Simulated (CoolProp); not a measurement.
Properties of ethylene along the isobar 5.72 MPa.

Model: reference Helmholtz-energy equation of state, Smukala 2000, in CoolProp.

| T (K) | phase | Z | cv (kJ/(kg K)) | speed of sound (m/s) | Joule-Thomson coefficient (K/MPa) | expansivity (1/kK) | fugacity coefficient |
|---|---|---|---|---|---|---|---|
| 262.2 | liquid | 0.1804 | 1.385 | 606.6 | 0.6155 | 7.025 | 0.4427 |
| 268.4 | liquid | 0.1849 | 1.409 | 540.0 | 0.9373 | 8.735 | 0.4914 |
| 274.6 | liquid | 0.1925 | 1.444 | 465.2 | 1.452 | 11.92 | 0.5408 |
| 280.8 | liquid | 0.2069 | 1.508 | 374.9 | 2.454 | 20.28 | 0.5897 |
| 287 | supercritical | 0.2618 | 1.741 | 243.7 | 5.974 | 104.5 | 0.6358 |
| 293.3 | supercritical | 0.4727 | 1.623 | 236.7 | 10.51 | 41.44 | 0.6689 |
| 299.5 | supercritical | 0.5549 | 1.528 | 251.7 | 10.45 | 21.77 | 0.6933 |
| 305.7 | supercritical | 0.6085 | 1.491 | 263.0 | 9.997 | 15.44 | 0.7144 |
| 311.9 | supercritical | 0.6492 | 1.475 | 272.5 | 9.479 | 12.23 | 0.7331 |
| 318.1 | supercritical | 0.6822 | 1.470 | 280.8 | 8.967 | 10.25 | 0.7500 |
| 324.3 | supercritical | 0.7100 | 1.470 | 288.3 | 8.480 | 8.899 | 0.7655 |
| 330.6 | supercritical | 0.7341 | 1.475 | 295.3 | 8.016 | 7.893 | 0.7799 |
| 336.8 | supercritical | 0.7549 | 1.484 | 301.7 | 7.592 | 7.135 | 0.7929 |
| 343 | supercritical | 0.7733 | 1.494 | 307.7 | 7.198 | 6.531 | 0.8050 |
| 349.2 | supercritical | 0.7897 | 1.507 | 313.3 | 6.831 | 6.038 | 0.8163 |
